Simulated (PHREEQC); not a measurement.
Solution (25 °C): 67 mmol/kgw NiSO4, 0.062 mmol/kgw NaCl and 1.3 mmol/kgw HCl. Closed to the air; pH follows from the charge balance.

All values are PHREEQC results (ion-association model, wateq4f.dat), not measurements.

This is a speciation only: nothing precipitates in the calculation.

Question: What pH, ionic strength does the model give?

Answer: pH 3.33; ionic strength 0.153 mol/kgw.

Question: In which forms is Cl present?

Answer: Cl- 97 %, NiCl+ 3.0 % of the Cl.
